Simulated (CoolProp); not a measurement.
Saturation properties of dodecamethylcyclohexasiloxane (D6).

Computed with CoolProp (reference Helmholtz-energy equation of state, Colonna 2008). It is a short technical equation, of lower accuracy than the large ones.

| T (°C) | p (MPa) | enthalpy of vaporisation (kJ/kg) | surface tension (mN/m) |
|---|---|---|---|
| 148.35 | 0.006123 | 125.1 | 9.46 |
| 150.55 | 0.006654 | 124.5 | … |
| 152.65 | 0.007196 | 124.0 | 9.17 |
| 154.75 | 0.007775 | 123.4 | 9.03 |
| 156.95 | 0.008422 | 122.9 | 8.89 |
| 159.05 | 0.009080 | 122.3 | 8.75 |
| 161.15 | 0.009780 | 121.8 | 8.61 |
| 163.35 | 0.01056 | 121.3 | … |
| 165.45 | 0.01135 | 120.7 | 8.34 |
| 167.65 | … | 120.2 | 8.20 |
| 169.75 | 0.01313 | 119.6 | 8.06 |
| 171.85 | 0.01407 | 119.1 | 7.93 |
| 174.05 | 0.01512 | 118.5 | 7.79 |
| 176.15 | 0.01618 | 118.0 | 7.66 |

Question: Complete the blanks.

Answer: 
- 150.55, surface tension (mN/m): 9.31
- 163.35, surface tension (mN/m): 8.47
- 167.65, p (MPa): 0.01223

It boils at 245.0 °C under 1 atm.

Surface tension comes from a separate correlation (Mulero 2014).
